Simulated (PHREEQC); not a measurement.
PHREEQC input (ion-association model, wateq4f.dat):

```
SOLUTION_MASTER_SPECIES
  An  An-  0  An  62.0  # stands for a non-complexing anion
SOLUTION_SPECIES
  An- = An-
    -log_k 0
    -gamma 3.0 0
PHASES
  Fix_H+
    H+ = H+
    -log_k 0
SOLUTION 1
  temp 25
  units mmol/kgw
  pH 7 charge
  As(5) 0.54
  Na 6.08
  An 5
END
SELECTED_OUTPUT 1
  -reset false
  -pH true
  -pe true
  -ionic_strength true
  -water true
  -totals As Na As(3) As(5)
  -molalities Hfo_wOH Hfo_wOH2+ Hfo_wO- Hfo_sOH Hfo_sOH2+ Hfo_sO- Hfo_wH2AsO4 Hfo_wHAsO4- Hfo_wOHAsO4-3
USER_PUNCH 1
  -headings sigma psi
  10 PUNCH EDL("sigma", "Hfo"), EDL("psi", "Hfo")
PRINT
  -reset false
USE solution 1
SURFACE 1
  Hfo_wOH 0.000696629 600 0.31
  Hfo_sOH 1.74157e-05
EQUILIBRIUM_PHASES 1
  Fix_H+ -4 HAn 10
    -force_equality true
  O2(g) -0.68 10
END
# ... the last block is repeated for the other 16 points of pH, with NaOH or the acid as the point needs
```

Selected output (columns that matter, 17 of 17 rows; pH added in front):

```
pH	mu	As	Na	m_Hfo_wOH	m_Hfo_wOH2+	m_Hfo_wO-	m_Hfo_sOH	m_Hfo_sOH2+	m_Hfo_sO-	m_Hfo_wH2AsO4	m_Hfo_wHAsO4-	m_Hfo_wOHAsO4-3	sigma	psi
4	0.0062092	7.5007e-07	0.0060799	2.0032e-06	0.00015537	5.9168e-10	2.2168e-07	1.7194e-05	6.5476e-11	0.0004096	0.00012963	1.2686e-08	0.022254	0.082839
4.38	0.006139	1.4747e-06	0.0060799	2.3282e-06	0.00015577	7.9715e-10	2.5646e-07	1.7159e-05	8.7809e-11	0.00039396	0.00014454	1.9008e-08	0.014701	0.064156
4.75	0.0061079	2.955e-06	0.0060799	2.627e-06	0.00015695	1.0073e-09	2.8669e-07	1.7129e-05	1.0993e-10	0.00038063	0.00015638	2.5792e-08	0.0091411	0.045177
5.12	0.0060928	5.9397e-06	0.0060799	2.9658e-06	0.0001596	1.2625e-09	3.1772e-07	1.7098e-05	1.3525e-10	0.00036674	0.00016729	3.4008e-08	0.0048292	0.025976
5.5	0.0060848	1.1781e-05	0.0060799	3.4617e-06	0.00016494	1.6643e-09	3.5798e-07	1.7057e-05	1.7211e-10	0.00034859	0.00017958	4.6566e-08	0.0011828	0.0066224
5.88	0.0060807	2.1922e-05	0.0060799	4.2897e-06	0.00017426	2.4191e-09	4.1841e-07	1.6997e-05	2.3596e-10	0.00032289	0.00019511	6.9608e-08	-0.0021118	-0.011758
6.25	0.0060805	3.7239e-05	0.0060799	5.7224e-06	0.00018814	3.9873e-09	5.1406e-07	1.6901e-05	3.5819e-10	0.00028778	0.00021486	1.1702e-07	-0.0052791	-0.028212
6.62	0.0060879	5.8995e-05	0.0060799	8.3929e-06	0.00020722	7.7873e-09	6.7788e-07	1.6737e-05	6.2897e-10	0.00024108	0.00023969	2.3147e-07	-0.0085236	-0.042742
7	0.0061104	8.8683e-05	0.0060799	1.3927e-05	0.00023136	1.9207e-08	9.8877e-07	1.6425e-05	1.3636e-09	0.00018192	0.00026882	5.7349e-07	-0.011813	-0.05504
7.38	0.0061507	0.00012477	0.00608	2.5767e-05	0.00025557	5.9514e-08	1.5947e-06	1.5817e-05	3.6833e-09	0.00011899	0.00029448	1.7622e-06	-0.014753	-0.06427
7.75	0.0062009	0.00016498	0.00608	4.9589e-05	0.00027181	2.0726e-07	2.6854e-06	1.4719e-05	1.1223e-08	6.7375e-05	0.00030173	5.9126e-06	-0.017204	-0.070921
8.12	0.0062593	0.00021505	0.00608	9.3269e-05	0.0002777	7.1764e-07	4.3702e-06	1.3012e-05	3.3626e-08	3.3184e-05	0.00027359	1.817e-05	-0.019787	-0.077129
8.5	0.0063307	0.00028239	0.00608	0.00016287	0.00027394	2.2183e-06	6.4608e-06	1.0867e-05	8.7999e-08	1.3826e-05	0.00020178	4.1993e-05	-0.023483	-0.084937
8.88	0.0064036	0.0003546	0.00608	0.00025121	0.00025434	5.684e-06	8.5577e-06	8.6643e-06	1.9363e-07	4.7332e-06	0.00011476	6.5906e-05	-0.028713	-0.094376
9.25	0.0064594	0.00041109	0.00608	0.00033924	0.00021629	1.2189e-05	1.0407e-05	6.635e-06	3.7392e-07	1.3532e-06	5.21e-05	7.5456e-05	-0.035332	-0.10438
9.62	0.0064985	0.00044898	0.00608	0.00041429	0.00016791	2.3417e-05	1.1914e-05	4.8285e-06	6.7342e-07	3.2665e-07	1.9784e-05	7.0909e-05	-0.04351	-0.11463
10	0.0066314	0.00047459	0.0061779	0.00046965	0.00011918	4.2398e-05	1.2958e-05	3.2881e-06	1.1698e-06	6.6596e-08	6.4421e-06	5.8897e-05	-0.054076	-0.12508
```
